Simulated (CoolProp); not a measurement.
Properties of dry air at several states.

Model: reference Helmholtz-energy equation of state, Lemmon 2000, in CoolProp. It is a pseudo-pure fit of the blend.

```
T (°C)  p (kPa)  phase  cp (kJ/(kg K))  cv (kJ/(kg K))  Joule-Thomson coefficient (K/MPa)  conductivity (mW/(m K))  fugacity coefficient
------  -------  -----  --------------  --------------  ---------------------------------  -----------------------  --------------------
205.45     3350    gas           1.043          0.7413                             0.5043                     39.3                 1.011
259.25     32.8    gas           1.036          0.7489                             0.3625                     41.9                 1.000
389.95     56.4    gas           1.066          0.7788                           -0.04356                     49.7                 1.000
```

Thermal conductivity comes from a separate model (Lemmon 2004).
